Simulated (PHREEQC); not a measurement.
Metal-bearing waste water

A solution holds 0.0027 mol/kgw FeSO4, 5.28e-05 mol/kgw CaCl2, 0.099 mol/kgw NaHCO3 and 0.04 mol/kgw NaCl, at 5 °C. Closed to the air; pH follows from the charge balance.

Model: ion-association model, phreeqc.dat, run in PHREEQC.

```
Property                     Result
--------------------  -------------
pH                             8.10
ionic strength        0.140 mol/kgw
specific conductance     6780 µS/cm
density                 1.008 g/cm³
total alkalinity        99.0 meq/kg
```

| species | molality | activity | log γ |
|---|---|---|---|
| Na+ | 0.134 | 0.103 | -0.112 |
| HCO3- | 0.0897 | 0.0694 | -0.111 |
| Cl- | 0.0401 | 0.0300 | -0.126 |
| NaHCO3 | 0.00441 | 0.00456 | 0.014 |
| SO4-2 | 0.00224 | 0.000767 | -0.465 |
| CO2 | 0.00176 | 0.00182 | 0.014 |
| FeHCO3+ | 0.00139 | 0.00107 | -0.114 |
| FeCO3 | 0.000872 | 0.000901 | 0.014 |
| CO3-2 | 0.000679 | 0.000243 | -0.446 |
| NaSO4- | 0.000449 | 0.000347 | -0.111 |
| Fe+2 | 0.000413 | 0.000154 | -0.427 |
| NaCO3- | 0.000207 | 0.000159 | -0.114 |
| Ca+2 | 3.73e-5 | 1.37e-5 | -0.436 |
| FeSO4 | 1.38e-5 | 1.42e-5 | 0.014 |
| CaHCO3+ | 9.64e-6 | 7.54e-6 | -0.107 |
| FeCl+ | 8.31e-6 | 6.40e-6 | -0.114 |

No solid was allowed to form. Saturation is exceeded, for instance for Siderite; the values hold only as long as no solid forms. Constants without temperature data keep their 25 °C values here.
